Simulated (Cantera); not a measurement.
Cantera run:

```python
import numpy as np
import cantera as ct

gas_names = """
    Electron H H+ H- HI HO2 H2 H2+ H2- H2O H2O+ H2O2 H3O+ I I2 O O+ O- OH OH+ OH- O2 O2+ O2- O3
""".split()
cond_names = """
    H2O(s) H2O(L) I2(cr) I2(L)
""".split()


def load(file, names, dense=False):
    # The tables refer to 1 bar. Condensed volumes are neglected.
    table = {s.name: s for s in ct.Species.list_from_file(file)}
    out = []
    for n in names:
        d = dict(table[n].input_data)
        d["thermo"] = dict(d["thermo"], **{"reference-pressure": 1e5})
        if dense:
            d["equation-of-state"] = {"model": "constant-volume", "density": "1e6 g/cm^3"}
        out.append(ct.Species.from_dict(d))
    return out


gas = ct.Solution(thermo="ideal-gas", species=load("nasa_gas.yaml", gas_names))
cond = {s.name: ct.Solution(thermo="fixed-stoichiometry", species=[s], name=s.name)
        for s in load("nasa_condensed.yaml", cond_names, dense=True)}
atoms = {
    'HI': {'H': 1, 'I': 1},
    'H2': {'H': 2},
    'O2': {'O': 2},
}
top_T = {}  # K; cautious upper limits of use, not melting points


def equilibrate(T, P, feed):
    n = {}
    for name, mol in feed.items():
        for a, k in atoms[name].items():
            n[a] = n.get(a, 0.0) + k * mol
    gas.TPX = T, P, n
    mass = sum(n.values()) * gas.mean_molecular_weight
    gas.equilibrate("TP")
    valid = [c for c in cond.values() if c.min_temp <= T <= top_T.get(c.name, c.max_temp)]
    mix = ct.Mixture([(gas, mass / gas.mean_molecular_weight)] + [(c, 0.0) for c in valid])
    mix.T, mix.P = T, P
    mix.equilibrate("TP", solver="vcs", rtol=1e-11, max_steps=5000)
    return mix


results = []
feed = {'HI': 1, 'H2': 0.3, 'O2': 0.32}  # mol
P = 100000  # Pa
for T in [2000, 2500, 3000, 3500, 4000, 4500, 5000]:
    mix = equilibrate(T, P, feed)
    results.append((T, P, feed, dict(zip(mix.species_names, mix.species_moles))))
    x = sorted(zip(gas.X, gas.species_names), reverse=True)
    print(f"T = {T:g} K  P = {P:g} Pa  gas = {mix.phase_moles(0):.4g} mol")
    print("   x: " + "  ".join(f"{s} {v:.3e}" for v, s in x if v > 0.0001))
    print("   condensed (mol): " + ("  ".join(f"{mix.phase(i).name} {mix.phase_moles(i):.4g}"
          for i in range(1, mix.n_phases) if mix.phase_moles(i) > 1e-12) or "none"))
```

Output:

```
T = 2000 K  P = 100000 Pa  gas = 1.727 mol
   x: I 4.939e-01  H2O 3.703e-01  HI 7.099e-02  H2 5.709e-02  I2 7.072e-03  H 3.886e-04  OH 2.517e-04
   condensed (mol): none
T = 2500 K  P = 100000 Pa  gas = 1.784 mol
   x: I 5.270e-01  H2O 3.502e-01  H2 7.591e-02  HI 3.102e-02  H 6.927e-03  OH 6.622e-03  I2 1.217e-03  O2 7.526e-04  O 3.975e-04
   condensed (mol): none
T = 3000 K  P = 100000 Pa  gas = 1.918 mol
   x: I 5.034e-01  H2O 2.564e-01  H2 1.057e-01  H 5.133e-02  OH 4.136e-02  HI 1.738e-02  O 1.231e-02  O2 1.182e-02  I2 3.121e-04
   condensed (mol): none
T = 3500 K  P = 100000 Pa  gas = 2.322 mol
   x: I 4.213e-01  H 2.004e-01  H2 1.151e-01  H2O 8.895e-02  O 7.230e-02  OH 7.129e-02  O2 2.150e-02  HI 9.144e-03
   condensed (mol): none
T = 4000 K  P = 100000 Pa  gas = 2.862 mol
   x: H 3.804e-01  I 3.458e-01  O 1.519e-01  H2 5.695e-02  OH 4.049e-02  O2 1.042e-02  H2O 1.037e-02  HI 3.584e-03
   condensed (mol): none
T = 4500 K  P = 100000 Pa  gas = 3.126 mol
   x: H 4.605e-01  I 3.185e-01  O 1.854e-01  H2 1.773e-02  OH 1.305e-02  O2 2.778e-03  HI 1.355e-03  H2O 7.174e-04
   condensed (mol): none
T = 5000 K  P = 100000 Pa  gas = 3.204 mol
   x: H 4.832e-01  I 3.115e-01  O 1.940e-01  H2 5.645e-03  OH 4.221e-03  O2 7.671e-04  HI 5.818e-04
   condensed (mol): none
```

Equilibrium computed with Cantera from the NASA thermochemical tables; the gas is ideal and each condensed phase is pure.
